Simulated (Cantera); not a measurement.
A perfectly stirred reactor is fed with 8.22 % CH₄, 15.0 % O₂, 56.2 % N₂, 20.6 % CO₂, equivalence ratio 1.1, at 0.360 bar; it is adiabatic with a 798 K inlet, and is followed from long to short residence time, starting on the burning branch (τ in s: 0.25, 0.075, 0.022, 0.0066, 0.002, 0.00058, 0.00017, 5.1e-05, 1.5e-05).

Model: GRI-Mech 3.0 (53 species, 325 reactions), integrated in Cantera.

x: mole fraction; the columns are a selection and need not sum to one.

```json
[
 {"τ (s)": "0.25", "T (K)": "2053", "x CH₄": "4.80e-6", "x O₂": "0.00471", "x CO₂": "0.246", "x C₂H": "3.60e-12", "x H": "0.000748"},
 {"τ (s)": "0.075", "T (K)": "2009", "x CH₄": "___", "x O₂": "___", "x CO₂": "0.241", "x C₂H": "1.13e-11", "x H": "___"},
 {"τ (s)": "0.022", "T (K)": "1948", "x CH₄": "___", "x O₂": "___", "x CO₂": "0.233", "x C₂H": "3.38e-11", "x H": "___"},
 {"τ (s)": "0.0066", "T (K)": "1877", "x CH₄": "6.91e-5", "x O₂": "0.0150", "x CO₂": "0.225", "x C₂H": "1.09e-10", "x H": "0.00366"},
 {"τ (s)": "0.0020", "T (K)": "1806", "x CH₄": "0.000197", "x O₂": "0.0190", "x CO₂": "0.218", "x C₂H": "4.57e-10", "x H": "0.00543"},
 {"τ (s)": "0.00058", "T (K)": "1741", "x CH₄": "0.000708", "x O₂": "0.0239", "x CO₂": "0.212", "x C₂H": "3.28e-9", "x H": "0.00655"},
 {"τ (s)": "0.00017", "T (K)": "798", "x CH₄": "0.0822", "x O₂": "0.150", "x CO₂": "0.206", "x C₂H": "<1e-12", "x H": "<1e-12"},
 {"τ (s)": "5.1e-5", "T (K)": "798", "x CH₄": "0.0822", "x O₂": "0.150", "x CO₂": "0.206", "x C₂H": "<1e-12", "x H": "<1e-12"},
 {"τ (s)": "1.5e-5", "T (K)": "798", "x CH₄": "0.0822", "x O₂": "0.150", "x CO₂": "0.206", "x C₂H": "<1e-12", "x H": "<1e-12"}
]
```

Question: What belongs in the gaps?

Answer: 
- 0.075, x CH₄: 1.10e-5
- 0.075, x O₂: 0.00739
- 0.075, x H: 0.00125
- 0.022, x CH₄: 2.68e-5
- 0.022, x O₂: 0.0110
- 0.022, x H: 0.00219
